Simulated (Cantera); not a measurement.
An isothermal, constant-pressure homogeneous reactor starts with CH₄ : H₂ : N₂ = 0.049 : 1 : 0.00021 (molar parts), at 1850 K and 20.0 Torr. Integrator tolerance rtol = 1e-08.

Cantera simulation using GRI-Mech 3.0 (53 species, 325 reactions); the numbers are that mechanism's predictions, not measurements. GRI-Mech 3.0 stops at C3 and has no aromatics, soot or wall deposition, so with more carbon than oxygen in the feed, carbon stays in small species such as C2H2 where larger ones or solid carbon would form. Radical loss at walls, strong at low pressure, is not modelled.

Problem. What does this change do: pressure from 20.0 Torr to 9.75 Torr?

Solution. 
```csv
quantity,before,after
x(CH₄) at 3.00 s,0.000401 (gas-phase equilibrium 0.000153),0.000432 (gas-phase equilibrium 7.45e-5)
x(H₂) at 3.00 s,0.974 (gas-phase equilibrium 0.974),0.973 (gas-phase equilibrium 0.973)
x(HCN) at 3.00 s,7.75e-9 (gas-phase equilibrium 0.000354),1.05e-8 (gas-phase equilibrium 0.000353)
x(C₂H₂) at 3.00 s,0.0221 (gas-phase equilibrium 0.0220),0.0220 (gas-phase equilibrium 0.0220)
x(C₂H₄) at 3.00 s,9.54e-6 (gas-phase equilibrium 9.48e-6),4.70e-6 (gas-phase equilibrium 4.62e-6)
x(C₂H) at 3.00 s,7.96e-7 (gas-phase equilibrium 7.96e-7),1.13e-6 (gas-phase equilibrium 1.14e-6)
```

Problem. What does this change do: pressure from 20.0 Torr to 0.260 bar?

Solution. 
```json
[
 {"quantity": "x(CH₄) at 3.00 s", "before": "0.000401 (gas-phase equilibrium 0.000153)", "after": "0.00148 (gas-phase equilibrium 0.00147)"},
 {"quantity": "x(H₂) at 3.00 s", "before": "0.974 (gas-phase equilibrium 0.974)", "after": "0.976 (gas-phase equilibrium 0.976)"},
 {"quantity": "x(HCN) at 3.00 s", "before": "7.75e-9 (gas-phase equilibrium 0.000354)", "after": "2.75e-9 (gas-phase equilibrium 0.000354)"},
 {"quantity": "x(C₂H₂) at 3.00 s", "before": "0.0221 (gas-phase equilibrium 0.0220)", "after": "0.0215 (gas-phase equilibrium 0.0213)"},
 {"quantity": "x(C₂H₄) at 3.00 s", "before": "9.54e-6 (gas-phase equilibrium 9.48e-6)", "after": "9.04e-5 (gas-phase equilibrium 8.97e-5)"},
 {"quantity": "x(C₂H) at 3.00 s", "before": "7.96e-7 (gas-phase equilibrium 7.96e-7)", "after": "2.49e-7 (gas-phase equilibrium 2.47e-7)"}
]
```
